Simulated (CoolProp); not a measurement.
The fluid at 298.15 K and 0.147 MPa is compressed adiabatically to 0.723 MPa with isentropic efficiency 0.7. The same conditions are run with several fluids, on thermodynamics alone (safety and materials aside).

Values from CoolProp's reference Helmholtz-energy equation of state of each fluid (c-C4F8 (RC318): Platzer 1990; chloromethane (R40): Thol 2014; R410A: Lemmon 2003; R125: Lemmon 2005; hydrogen chloride: Thol 2018). The equations of Platzer and Polt are older, rougher fits. Blends and air are pseudo-pure fits.

Task: Rank c-C4F8 (RC318), chloromethane (R40), R410A, R125, hydrogen chloride by work (kJ/kg), highest first.

Result: hydrogen chloride (194), chloromethane (R40) (127), R410A (84.5), R125 (48.5), c-C4F8 (RC318) (26.7)

| fluid | final temperature (K) | final density (kg/m³) |
|---|---|---|
| c-C4F8 (RC318) | 338.4 | 61.3 |
| chloromethane (R40) | 441.3 | 10.3 |
| R410A | 397.5 | 16.4 |
| R125 | 360.4 | 30.7 |
| hydrogen chloride | 541.7 | 5.89 |
